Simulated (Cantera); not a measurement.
A closed system holds: 1 mol Si, 2.4 mol H2O, 1.5 mol CO, at 1098 K and 10.0 mbar.

Equilibrium computed with Cantera from the NASA thermochemical tables; the gas is ideal and each condensed phase is pure. Candidate condensed phases: C, C6H6, C7H8, C8H18, H2O, Si, SiC, SiO2; 123 gas species. Equilibrium is a limit: real reactors are often held back by kinetics, nucleation or transport.

Base state: H2 0.552, CO 0.345, H2O 0.0633, CO2 0.0393 (mole fractions); condensed: SiO2(β-quartz).

**Question.** What changes in the equilibrium state with this change: CO from 1.5 to 0.42 mol?

**Answer.** 
```csv
species,before,after
H2,0.552,0.730
CO,0.345,0.128
H2O,0.0633,0.121
CO2,0.0393,0.0210
"SiO2(β-quartz), mol",1.00,1.00
```

**Question.** What changes in the equilibrium state with this change: temperature from 1098 K to 1375 K?

**Answer.** 
```csv
species,before,after
H2,0.552,0.538
CO,0.345,0.360
H2O,0.0633,0.0775
CO2,0.0393,0.0251
H,1.84e-7,2.51e-5
"SiO2(β-quartz), mol",1.00,1.00
```
The tables hold silica as quartz up to 1696 K and as liquid above; real silica turns to tridymite and cristobalite and melts near 1996 K.
